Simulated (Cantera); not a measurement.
A closed system holds: 1 mol Al, 0.44 mol I2, 7.1 mol H2, held at 1373.15 K and 0.830 bar.

Method: chemical equilibrium by Gibbs-energy minimisation in Cantera with the NASA 1993 tables (ideal gas, pure condensed phases). Candidate condensed phases: Al, AlI3, I2; 11 gas species. Kinetics and transport are ignored.

Base state: H2 0.891, AlI 0.107, AlI3 0.000993, HI 0.000770, I 0.000144 (mole fractions); condensed: Al(l).

Task: What changes in the equilibrium state with this change: 0.64 mol O2 added?

Result: 
```tsv
species	before	after
H2	0.891	0.921
HI	0.000770	0.0501
AlI3	0.000993	0.0190
AlI	0.107	0.000499
I2	3.60e-8	0.000148
I	0.000144	0.00923
Al(l), mol	0.143	0
Al2O3(s), mol	0	0.427
```
Further candidate phases: Al2O3, H2O.

Task: What changes in the equilibrium state with this change: temperature from 1373.15 K to 548 K?

Result: 
```tsv
species	before	after
H2	0.891	0.974
Al2I6	<1e-9	0.0144
AlI3	0.000993	0.0114
AlI	0.107	1.55e-8
I	0.000144	<1e-9
HI	0.000770	1.11e-8
Al(l), mol	0.143	0
Al(s), mol	0	0.707
```
